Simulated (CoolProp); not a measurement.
Saturation properties of dodecamethylpentasiloxane (MD3M).

Values from CoolProp's reference Helmholtz-energy equation of state, Thol 2019.

```csv
T (K),p (kPa),liquid density (kg/m³),vapour density (kg/m³),enthalpy of vaporisation (kJ/kg),liquid cp (kJ/(kg K)),surface tension (mN/m)
496.9,87.82,661.8,9.064,112.7,2.145,5.58
502.7,100.6,654.4,10.37,110.5,2.158,5.28
508.6,115.0,646.8,11.87,108.3,2.172,4.97
514.4,130.7,639.2,13.51,106.0,2.186,4.67
520.3,148.3,631.2,15.37,103.6,2.201,4.37
526.1,167.4,623.1,17.42,101.2,2.216,4.08
532,188.7,614.7,19.74,98.70,2.232,3.78
537.8,211.7,606.2,22.29,96.14,2.248,3.50
543.7,237.2,597.2,25.19,93.44,2.265,3.22
549.5,264.6,588.0,28.38,90.68,2.283,2.94
555.4,294.9,578.4,32.01,87.75,2.303,2.67
```

It boils at 503.0 K under 1 atm.

Surface tension comes from a separate correlation (Mulero 2014), older than this fluid's equation and unchecked against measurements.
